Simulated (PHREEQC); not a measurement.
Model water analysis in mg/L, 25 °C, pH 2.98, pe 11.7:

| constituent | mg/L |
|---|---|
| Na | 699 |
| K | 111 |
| Ca | 451 |
| Mg | 251 |
| Cl | 849 |
| S(6) as SO4 | 2710 |
| O(0) (dissolved oxygen) | 3.13 |

Cl is adjusted to close the charge balance.
Valence states are taken as typed.

Computed with PHREEQC (ion-association model, wateq4f.dat).

Q: The ionic strength comes out as 0.0924 mol/kgw. What activity coefficients do Mg+2, Na+, KSO4-, Ca+2, CaHSO4+ get?

A: Mg+2 0.41, Na+ 0.79, KSO4- 0.79, Ca+2 0.40, CaHSO4+ 0.79.

Precipitation was switched off in this run. Species that the database lacks are ignored.
